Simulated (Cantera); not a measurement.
Feed: 1 mol NF3, 0.065 mol H2, 0.16 mol SO2, held at 2798.15 K and 0.270 bar.

Cantera equilibrium calculation (NASA polynomials, part measured and part estimated; ideal gas, pure solids and liquids). Candidate condensed phases: H2O, H2SO4, S; 62 gas species. The tables' values for SOF2 are old estimates; treat these amounts as uncertain. The numbers say what is thermodynamically allowed, not how fast it happens.

Base state: F 0.771, N2 0.134, HF 0.0351, SO2 0.0237, SO 0.0147, O 0.00838, O2 0.00652, NO 0.00266 (mole fractions); condensed: gas only.

What changes in the equilibrium state with this change: pressure from 0.270 bar to 0.420 bar?


| species | before | after |
|---|---|---|
| F | 0.771 | 0.772 |
| N2 | 0.134 | 0.134 |
| HF | 0.0351 | 0.0352 |
| SO2 | 0.0237 | 0.0256 |
| SO | 0.0147 | 0.0128 |
| O | 0.00838 | 0.00669 |
| SF3 | 5.69e-6 | 1.50e-5 |
| SOF2 | 0.000109 | 0.000231 |
| SF2 | 0.000686 | 0.00117 |
| F2 | 4.07e-5 | 6.34e-5 |
| S | 0.00205 | 0.00143 |
The tables' values for SOF2, SF3 are old estimates; treat these amounts as uncertain.
